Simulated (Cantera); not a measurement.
**Adiabatic ignition**

An adiabatic, constant-volume homogeneous reactor starts with CH₄ : C₂H₆ : O₂ : N₂ : H₂ = 1 : 0.07 : 2.55 : 9.59 : 0.37 (molar parts), at 1025 K and 1.40 bar.

Model: GRI-Mech 3.0 (53 species, 325 reactions), integrated in Cantera.

```tsv
t (s)	T (K)	P (bar)	x CH₄	x C₂H₆	x O₂	x CO	x CH₃	x CH₂CO
4.00e-6	1025	1.40	0.0736	0.00515	0.188	<1e-12	2.09e-10	<1e-12
1.02e-5	1025	1.40	0.0736	0.00515	0.188	<1e-12	5.51e-10	<1e-12
2.60e-5	1025	1.40	0.0736	0.00515	0.188	<1e-12	1.41e-9	<1e-12
6.62e-5	1025	1.40	0.0736	0.00515	0.188	<1e-12	3.53e-9	<1e-12
0.000169	1025	1.40	0.0736	0.00515	0.188	<1e-12	8.43e-9	<1e-12
0.000430	1025	1.40	0.0736	0.00515	0.188	<1e-12	1.85e-8	<1e-12
0.00110	1025	1.40	0.0736	0.00515	0.188	4.58e-12	3.66e-8	<1e-12
0.00279	1025	1.40	0.0736	0.00515	0.188	8.57e-11	9.15e-8	1.43e-12
0.00711	1025	1.40	0.0736	0.00515	0.188	2.47e-8	1.34e-6	5.61e-10
0.0181	2793	3.89	<1e-12	<1e-12	0.0194	0.0288	<1e-12	<1e-12
0.0462	2793	3.89	<1e-12	<1e-12	0.0194	0.0288	<1e-12	<1e-12
0.118	2793	3.89	<1e-12	<1e-12	0.0194	0.0288	<1e-12	<1e-12
0.300	2793	3.89	<1e-12	<1e-12	0.0194	0.0288	<1e-12	<1e-12
```
x: mole fraction; the columns are a selection and need not sum to one.

```yaml
time_of_steepest_temperature_rise: 15.0 ms
temperature at 0.300 s: 2793 K
equilibrium_temperature: 2793 K
x(CH₄) at 0.300 s: <1e-12 (gas-phase equilibrium <1e-12)
x(C₂H₆) at 0.300 s: <1e-12 (gas-phase equilibrium <1e-12)
x(O₂) at 0.300 s: 0.0194 (gas-phase equilibrium 0.0194)
```
